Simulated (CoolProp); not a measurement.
Vapour-liquid equilibrium of methanol (1) + m-xylene (2) at 466 K; x and y are mole fractions of (1).

Values from CoolProp's multi-fluid Helmholtz-energy mixture model, de Reuck 1993 and Zhou 2012; pair parameters Bell 2016.

Problem. Give the bubble pressure and the first vapour's composition at x = 0.15, 0.65, 0.95. Is there an azeotrope?

Solution. x = 0.15: 1.277 MPa, y = 0.696; x = 0.65: 2.584 MPa, y = 0.867; x = 0.95: 3.365 MPa, y = 0.976. No azeotrope shows between x = 0.05 and 0.95.

The pair parameters rest on a limited set of measurements; away from them the model extrapolates. With so large a gap from Raoult's law the liquid may split in two, which this calculation doesn't test in full.
